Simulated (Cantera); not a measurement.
A freely propagating, adiabatic, planar premixed flame of H2 : O2 : N2 = 1 : 0.602 : 1.69 (molar parts), equivalence ratio 0.83, unburnt at 350 K and 100.0 Torr; mixture-averaged transport, grid criteria slope 0.08 and curve 0.16, no radiation.

Cantera simulation using the H2/O2 subset of GRI-Mech 3.0, which has no nitrogen chemistry; the numbers are that mechanism's predictions, not measurements. Burning velocities carry a grid error of a few per cent, more on coarse grids.

### Question
Predict: laminar burning velocity; thermal thickness; peak x(H2O2); peak x(O); peak x(HO2); peak x(OH).

### Answer
```
Property                     Value
------------------------  --------
laminar burning velocity  281 cm/s
thermal thickness          4.92 mm
peak x(H2O2)               3.54e-5
peak x(O)                   0.0192
peak x(HO2)               0.000149
peak x(OH)                  0.0226
```
